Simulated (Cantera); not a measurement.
An adiabatic, constant-pressure homogeneous reactor starts with 20.7 % H₂, 16.6 % O₂, 62.6 % N₂, 0.114 % NO, at 1750 K and 368 Torr.

Detailed kinetics in Cantera: GRI-Mech 3.0 (53 species, 325 reactions).

### Question
Predict: time of steepest temperature rise; temperature at 5.00 s; equilibrium temperature; x(H₂) at 5.00 s; x(O₂) at 5.00 s; x(NO) at 5.00 s; x(H₂O₂) at 5.00 s; x(O) at 5.00 s; x(OH) at 5.00 s.

### Answer
```
Item                                                                Result
---------------------------------  ---------------------------------------
time of steepest temperature rise                                  13.3 µs
temperature at 5.00 s                                               2716 K
equilibrium temperature                                             2716 K
x(H₂) at 5.00 s                      0.0172 (gas-phase equilibrium 0.0172)
x(O₂) at 5.00 s                      0.0578 (gas-phase equilibrium 0.0578)
x(NO) at 5.00 s                      0.0158 (gas-phase equilibrium 0.0158)
x(H₂O₂) at 5.00 s                  3.35e-7 (gas-phase equilibrium 3.35e-7)
x(O) at 5.00 s                       0.0133 (gas-phase equilibrium 0.0133)
x(OH) at 5.00 s                      0.0317 (gas-phase equilibrium 0.0317)
```
